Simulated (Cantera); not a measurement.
Input: 1 mol Si, 22 mol CO2, 2.8 mol N2, at 2023 K and 9200 Pa.

Equilibrium computed with Cantera from the NASA thermochemical tables; the gas is ideal and each condensed phase is pure. Candidate condensed phases: C, Si, SiC, SiO2, Si2N2O, Si3N4; 34 gas species. The tables hold silica as quartz up to 1696 K and as liquid above; real silica turns to tridymite and cristobalite and melts near 1996 K. Equilibrium is a limit: real reactors are often held back by kinetics, nucleation or transport.

Base state: CO2 0.799, N2 0.112, CO 0.0857, O2 0.00242, NO 0.000330, O 0.000129, SiO 2.56e-5 (mole fractions); condensed: SiO2(l).

Task: What changes in the equilibrium state with this change: temperature from 2023 K to 1523.15 K?

Result: 
| species | before | after |
|---|---|---|
| CO2 | 0.799 | 0.806 |
| N2 | 0.112 | 0.113 |
| CO | 0.0857 | 0.0806 |
| O2 | 0.00242 | 5.16e-8 |
| SiO | 2.56e-5 | 1.34e-9 |
| O | 0.000129 | 4.14e-9 |
| NO | 0.000330 | 2.57e-7 |
| SiO2(l), mol | 0.999 | 0 |
| SiO2(β-quartz), mol | 0 | 1.00 |
